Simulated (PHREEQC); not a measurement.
Model water analysis in mg/kgw, 45 °C, pH 6.5, pe 12.5:

```json
[
 {"constituent": "Na", "mg/kgw": "0.0184"},
 {"constituent": "K", "mg/kgw": "0.0131"},
 {"constituent": "Ca", "mg/kgw": "0.0295"},
 {"constituent": "Mg", "mg/kgw": "0.014"},
 {"constituent": "Cl", "mg/kgw": "0.0848"},
 {"constituent": "S(6) as SO4", "mg/kgw": "0.0131"},
 {"constituent": "Alkalinity as HCO3", "mg/kgw": "0.0636"},
 {"constituent": "Cd", "mg/kgw": "0.00922"},
 {"constituent": "Pb", "mg/kgw": "0.0135"},
 {"constituent": "Cu(2)", "mg/kgw": "3.71e-05"},
 {"constituent": "O(0) (dissolved oxygen)", "mg/kgw": "4.43e-05"},
 {"constituent": "Si as SiO2", "mg/kgw": "0.00214"},
 {"constituent": "B", "mg/kgw": "4.07e-05"}
]
```

Valence states are taken as typed.

Model: ion-association model, phreeqc.dat, run in PHREEQC.

```json
[
 {"quantity": "HCO3- (mol/kgw)", "before": "1.23e-6", "after": "5.36e-7"},
 {"quantity": "CO2 (mol/kgw)", "before": "7.53e-7", "after": "3.68e-7"},
 {"quantity": "Pb+2 (mol/kgw)", "before": "6.11e-8", "after": "6.12e-8"},
 {"quantity": "PbOH+ (mol/kgw)", "before": "3.73e-9", "after": "3.74e-9"},
 {"quantity": "Cu+2 (mol/kgw)", "before": "4.71e-10", "after": "4.71e-10"},
 {"quantity": "PbCO3 (mol/kgw)", "before": "2.58e-10", "after": "1.33e-10"},
 {"quantity": "SI of Pb(OH)2 (Pb(OH)2)", "before": "-1.72", "after": "-0.77"},
 {"quantity": "SI of Quartz (SiO2)", "before": "-3.74", "after": "-4.15"}
]
```

Name the change that produced these shifts.
A) Mg from 0.014 to 0.042 mg/kgw
B) temperature from 45 to 80 °C at the same typed pH
C) pH from 6.5 to 7 at the same alkalinity
D) all concentrations times 4 at the same typed pH

B, temperature from 45 to 80 °C at the same typed pH

This is a speciation only: nothing precipitates in the calculation. Constants without temperature data keep their 25 °C values here. The database's constant for dissolved Cu(OH)2 is higher than later reviews accept.
